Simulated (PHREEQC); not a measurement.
Dissolve 0.091 mol Cu(NO3)2, 0.0034 mol HNO3 and 0.074 mol KCl per kg of water at 25 °C. Closed to the air; pH follows from the charge balance.

All values are PHREEQC results (ion-association model, phreeqc.dat), not measurements.

```json
{
  "pH": "2.58",
  "ionic_strength": "0.341 mol/kgw",
  "activity_of_water": "0.993",
  "specific_conductance": "24100 µS/cm",
  "density": "1.014 g/cm³",
  "total_alkalinity": "-3.40 meq/kg"
}
```

```
species     molality  activity   log γ
----------  --------  --------  ------
NO3-           0.185     0.120  -0.189
Cu+2          0.0864    0.0241  -0.554
K+            0.0740    0.0497  -0.173
Cl-           0.0694    0.0469  -0.170
CuCl+        0.00449   0.00305  -0.169
H+           0.00340   0.00264  -0.109
CuCl2        7.10e-5   7.68e-5   0.034
CuOH+        1.34e-7   9.06e-8  -0.169
CuCl3-       1.89e-8   1.28e-8  -0.169
Cu2(OH)2+2   1.26e-8   3.60e-9  -0.543
```

Precipitation was switched off in this run. Complexes and solids missing from the database can't appear.
